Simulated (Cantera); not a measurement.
# Hydrocarbon pyrolysis for carbon deposition

An isothermal, constant-pressure homogeneous reactor starts with 19.2 % C₂H₆, 80.8 % N₂, at 1400 K and 0.210 bar.

Computed with Cantera and GRI-Mech 3.0 (53 species, 325 reactions). GRI-Mech 3.0 stops at C3 and has no aromatics, soot or wall deposition, so with more carbon than oxygen in the feed, carbon stays in small species such as C2H2 where larger ones or solid carbon would form.

```json
[
 {"t (s)": "2.00e-6", "x C₂H₆": "0.192", "x CH₄": "6.50e-7", "x H": "3.08e-8", "x C₂H": "<1e-12", "x HCN": "<1e-12"},
 {"t (s)": "6.54e-6", "x C₂H₆": "0.192", "x CH₄": "6.80e-6", "x H": "3.04e-7", "x C₂H": "<1e-12", "x HCN": "<1e-12"},
 {"t (s)": "2.14e-5", "x C₂H₆": "0.192", "x CH₄": "6.71e-5", "x H": "3.07e-6", "x C₂H": "<1e-12", "x HCN": "<1e-12"},
 {"t (s)": "7.00e-5", "x C₂H₆": "0.189", "x CH₄": "0.000560", "x H": "1.91e-5", "x C₂H": "5.19e-12", "x HCN": "3.07e-10"},
 {"t (s)": "0.000229", "x C₂H₆": "0.172", "x CH₄": "0.00367", "x H": "3.51e-5", "x C₂H": "3.36e-10", "x HCN": "3.30e-9"},
 {"t (s)": "0.000749", "x C₂H₆": "0.119", "x CH₄": "0.0150", "x H": "4.21e-5", "x C₂H": "1.84e-9", "x HCN": "6.73e-9"},
 {"t (s)": "0.00245", "x C₂H₆": "0.0326", "x CH₄": "0.0388", "x H": "5.29e-5", "x C₂H": "7.40e-9", "x HCN": "9.36e-9"},
 {"t (s)": "0.00801", "x C₂H₆": "0.00173", "x CH₄": "0.0477", "x H": "2.46e-5", "x C₂H": "7.17e-9", "x HCN": "1.01e-8"},
 {"t (s)": "0.0262", "x C₂H₆": "0.000109", "x CH₄": "0.0472", "x H": "7.35e-6", "x C₂H": "2.79e-9", "x HCN": "9.92e-9"},
 {"t (s)": "0.0857", "x C₂H₆": "2.78e-5", "x CH₄": "0.0463", "x H": "4.42e-6", "x C₂H": "1.96e-9", "x HCN": "9.73e-9"},
 {"t (s)": "0.280", "x C₂H₆": "1.42e-5", "x CH₄": "0.0452", "x H": "4.16e-6", "x C₂H": "2.09e-9", "x HCN": "9.50e-9"},
 {"t (s)": "0.917", "x C₂H₆": "8.65e-6", "x CH₄": "0.0445", "x H": "3.92e-6", "x C₂H": "2.05e-9", "x HCN": "9.43e-9"},
 {"t (s)": "3.00", "x C₂H₆": "8.26e-6", "x CH₄": "0.0432", "x H": "3.98e-6", "x C₂H": "2.07e-9", "x HCN": "9.47e-9"}
]
```
x: mole fraction; the columns are a selection and need not sum to one.

Equilibrium at this temperature and pressure: C₂H₆ 3.61e-6, CH₄ 0.0202, H 5.35e-6, C₂H 1.68e-9, HCN 0.0950 (gas phase only).
